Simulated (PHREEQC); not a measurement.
A solution holds 0.049 mol/kgw H2SO4, 3.1e-05 mol/kgw AlCl3 and 0.0067 mol/kgw CuCl2, at 25 °C. Closed to the air; pH follows from the charge balance.

Computed with PHREEQC (ion-association model, phreeqc.dat).

Precipitation was switched off in this run.

**Question.** What pH does the model give?

**Answer.** pH 1.27.

**Question.** In which forms is S present?

**Answer.** HSO4- 69 %, SO4-2 27 %, CuSO4 4.0 % of the S.
